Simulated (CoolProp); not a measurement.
Vapour-liquid equilibrium of CHF3 (R23) (1) + R11 (2) at -34.85 °C; x and y are mole fractions of (1).

Values from CoolProp's multi-fluid Helmholtz-energy mixture model, Penoncello 2003 and Jacobsen 1992; pair parameters Bell 2016.

```json
[
 {"x": "0.05", "bubble pressure, mixture model (kPa)": "141.5", "bubble pressure, Raoult's law (kPa)": "49.18", "y, mixture model": "0.950", "y, Raoult's law": "0.866"},
 {"x": "0.125", "bubble pressure, mixture model (kPa)": "320.1", "bubble pressure, Raoult's law (kPa)": "112.5", "y, mixture model": "0.978", "y, Raoult's law": "0.946"},
 {"x": "0.2", "bubble pressure, mixture model (kPa)": "462.2", "bubble pressure, Raoult's law (kPa)": "175.9", "y, mixture model": "0.984", "y, Raoult's law": "0.968"},
 {"x": "0.275", "bubble pressure, mixture model (kPa)": "564.7", "bubble pressure, Raoult's law (kPa)": "239.2", "y, mixture model": "0.987", "y, Raoult's law": "0.979"},
 {"x": "0.35", "bubble pressure, mixture model (kPa)": "631.2", "bubble pressure, Raoult's law (kPa)": "302.5", "y, mixture model": "0.989", "y, Raoult's law": "0.985"},
 {"x": "0.425", "bubble pressure, mixture model (kPa)": "669.2", "bubble pressure, Raoult's law (kPa)": "365.9", "y, mixture model": "0.990", "y, Raoult's law": "0.989"},
 {"x": "0.5", "bubble pressure, mixture model (kPa)": "688.2", "bubble pressure, Raoult's law (kPa)": "429.2", "y, mixture model": "0.990", "y, Raoult's law": "0.992"},
 {"x": "0.575", "bubble pressure, mixture model (kPa)": "697.0", "bubble pressure, Raoult's law (kPa)": "492.6", "y, mixture model": "0.990", "y, Raoult's law": "0.994"},
 {"x": "0.65", "bubble pressure, mixture model (kPa)": "703.2", "bubble pressure, Raoult's law (kPa)": "555.9", "y, mixture model": "0.990", "y, Raoult's law": "0.996"},
 {"x": "0.725", "bubble pressure, mixture model (kPa)": "712.9", "bubble pressure, Raoult's law (kPa)": "619.2", "y, mixture model": "0.991", "y, Raoult's law": "0.997"},
 {"x": "0.8", "bubble pressure, mixture model (kPa)": "731.0", "bubble pressure, Raoult's law (kPa)": "682.6", "y, mixture model": "0.991", "y, Raoult's law": "0.998"},
 {"x": "0.875", "bubble pressure, mixture model (kPa)": "761.5", "bubble pressure, Raoult's law (kPa)": "745.9", "y, mixture model": "0.993", "y, Raoult's law": "0.999"},
 {"x": "0.95", "bubble pressure, mixture model (kPa)": "808.6", "bubble pressure, Raoult's law (kPa)": "809.3", "y, mixture model": "0.996", "y, Raoult's law": "1.000"}
]
```

The largest gap from Raoult's law is +187.7 % in bubble pressure, at x = 0.05. No azeotrope shows between x = 0.05 and 0.95.

The pair parameters rest on a limited set of measurements; away from them the model extrapolates. With so large a gap from Raoult's law the liquid may split in two, which this calculation doesn't test in full.
